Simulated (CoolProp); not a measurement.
Vapour-liquid equilibrium of n-hexane (1) + ethylbenzene (2) at 340.8 K; x and y are mole fractions of (1).

Model: multi-fluid Helmholtz-energy mixture model, Thol 2019 and Zhou 2012; pair parameters Bell 2016, in CoolProp.

```tsv
x	bubble pressure, mixture model (MPa)	bubble pressure, Raoult's law (MPa)	y, mixture model	y, Raoult's law
0.05	0.01654	0.01465	[?]	0.335
0.125	0.02513	0.02122	0.636	0.577
0.2	0.03291	0.02780	0.742	0.705
0.275	0.04003	0.03438	0.804	0.784
0.35	0.04664	0.04096	0.845	0.837
0.425	0.05287	0.04754	0.876	0.876
0.5	0.05882	0.05412	0.900	0.905
0.575	0.06459	0.06070	0.920	0.928
0.65	[?]	0.06728	[?]	0.947
0.725	[?]	0.07385	0.952	0.962
0.8	0.08171	0.08043	0.966	0.974
0.875	0.08761	0.08701	0.979	0.985
0.95	[?]	0.09359	0.992	0.995
```

Problem. Fill in the missing entries.

Solution. 
- 0.05, y, mixture model: 0.407
- 0.65, bubble pressure, mixture model (MPa): 0.07028
- 0.65, y, mixture model: 0.937
- 0.725, bubble pressure, mixture model (MPa): 0.07596
- 0.95, bubble pressure, mixture model (MPa): 0.09374

The largest gap from Raoult's law is +18.4 % in bubble pressure, at x = 0.125. No azeotrope shows between x = 0.05 and 0.95.

Pair parameters are fitted to limited data, so mixtures are less certain than the pure fluids.
